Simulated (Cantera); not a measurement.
Cantera run:

```python
import numpy as np
import cantera as ct

gas_names = """
    C CO CO2 C2 C2O C3 C3O2 C4 C5 Fe FeC5O5 FeO O O2 O3
""".split()
cond_names = """
    C(gr) Fe(a) Fe(c) Fe(d) Fe(L) FeC5O5(L) FeO(s) FeO(L) Fe2O3(s) Fe3O4(s)
""".split()


# ... load() reads the species with a 1 bar reference pressure and builds the phases ...
atoms = {
    'Fe3O4': {'Fe': 3, 'O': 4},
    'C': {'C': 1},
    'CO': {'C': 1, 'O': 1},
}
top_T = {'C(gr)': 4500, 'Fe2O3(s)': 1830, 'Fe3O4(s)': 1870}  # K; cautious upper limits of use, not melting points


# ... equilibrate(T, P, feed) seeds the gas with the atoms and calls Mixture.equilibrate('TP', solver="vcs", rtol=1e-11, max_steps=5000) ...
results = []
feed = {'Fe3O4': 1, 'C': 3.2, 'CO': 0.098}  # mol
T = 1225  # K
P = 57000  # Pa
mix = equilibrate(T, P, feed)
results.append((T, P, feed, dict(zip(mix.species_names, mix.species_moles))))
x = sorted(zip(gas.X, gas.species_names), reverse=True)
print(f"T = {T:g} K  P = {P:g} Pa  gas = {mix.phase_moles(0):.4g} mol")
print("   x: " + "  ".join(f"{s} {v:.3e}" for v, s in x if v > 0.001))
print("   condensed (mol): " + ("  ".join(f"{mix.phase(i).name} {mix.phase_moles(i):.4g}"
      for i in range(1, mix.n_phases) if mix.phase_moles(i) > 1e-12) or "none"))
```

It prints:

```
T = 1225 K  P = 57000 Pa  gas = 3.298 mol
   x: CO 8.350e-01  CO2 1.650e-01
   condensed (mol): Fe(c) 2.744  FeO(s) 0.256
```

Equilibrium computed with Cantera from the NASA thermochemical tables; the gas is ideal and each condensed phase is pure. Mutual solubility and eutectic melting of coexisting phases are not modelled. The tables' stoichiometric FeO is somewhat more stable than real wüstite, so its field is too wide. FeO: taken at fixed stoichiometry.
